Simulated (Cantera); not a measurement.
An isothermal, constant-pressure homogeneous reactor starts with CH₄ : CO₂ : H₂ = 1 : 0.38 : 0.17 (molar parts), at 1373 K and 0.987 atm. Integrator tolerance rtol = 1e-08.

Detailed kinetics in Cantera: GRI-Mech 3.0 (53 species, 325 reactions). GRI-Mech 3.0 stops at C3 and has no aromatics, soot or wall deposition, so with more carbon than oxygen in the feed, carbon stays in small species such as C2H2 where larger ones or solid carbon would form.

Q: What does this change do: temperature 1373 to 2050 K?

A: 
| quantity | before | after |
|---|---|---|
| x(CH₄) at 10.0 s | 0.293 (gas-phase equilibrium 0.184) | 0.00185 (gas-phase equilibrium 0.00185) |
| x(CO₂) at 10.0 s | 0.0836 (gas-phase equilibrium 1.30e-6) | 1.08e-7 (gas-phase equilibrium 1.08e-7) |
| x(H₂) at 10.0 s | 0.286 (gas-phase equilibrium 0.471) | 0.632 (gas-phase equilibrium 0.632) |
| x(O₂) at 10.0 s | <1e-12 (gas-phase equilibrium <1e-12) | <1e-12 (gas-phase equilibrium <1e-12) |
| x(O) at 10.0 s | <1e-12 (gas-phase equilibrium <1e-12) | <1e-12 (gas-phase equilibrium <1e-12) |
| x(C₂H) at 10.0 s | 3.08e-10 (gas-phase equilibrium 8.75e-11) | 6.63e-6 (gas-phase equilibrium 6.63e-6) |
